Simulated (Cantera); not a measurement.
Thermodynamics of abatement and gas-phase synthesis, feed HI + O2 + H2

A closed system holds: 1 mol HI, 0.21 mol O2, 0.14 mol H2, held at 1.33 mbar.

Method: chemical equilibrium by Gibbs-energy minimisation in Cantera with the NASA 1993 tables (ideal gas, pure condensed phases). Candidate condensed phases: H2O, I2; 12 gas species. Equilibrium is a limit: real reactors are often held back by kinetics, nucleation or transport.

| T (K) | x I | x H | x H2O | x O | x H2 | x OH | x HI | x O2 |
|---|---|---|---|---|---|---|---|---|
| 1473 | 0.590 | 0.000121 | 0.260 | 5.84e-9 | 0.122 | 6.71e-6 | 0.0282 | 5.84e-9 |
| 1673 | 0.600 | 0.00112 | 0.258 | 7.61e-7 | 0.128 | 0.000108 | 0.0129 | 6.91e-7 |
| 1873 | 0.603 | 0.00633 | 0.255 | 3.65e-5 | 0.128 | 0.000977 | 0.00672 | 3.18e-5 |
| 2073 | 0.597 | 0.0252 | 0.244 | 0.000843 | 0.123 | 0.00571 | 0.00383 | 0.000717 |
| 2273 | 0.568 | 0.0789 | 0.197 | 0.00942 | 0.118 | 0.0205 | 0.00230 | 0.00659 |
| 2473 | 0.500 | 0.199 | 0.0961 | 0.0448 | 0.106 | 0.0362 | 0.00133 | 0.0167 |
| 2673 | 0.423 | 0.349 | 0.0202 | 0.102 | 0.0620 | 0.0284 | 0.000628 | 0.0135 |
| 2873 | 0.386 | 0.433 | 0.00204 | 0.139 | 0.0227 | 0.0117 | 0.000264 | 0.00497 |
x: gas mole fraction; nothing condenses.

From 1473 K to 2873 K nothing is condensed.
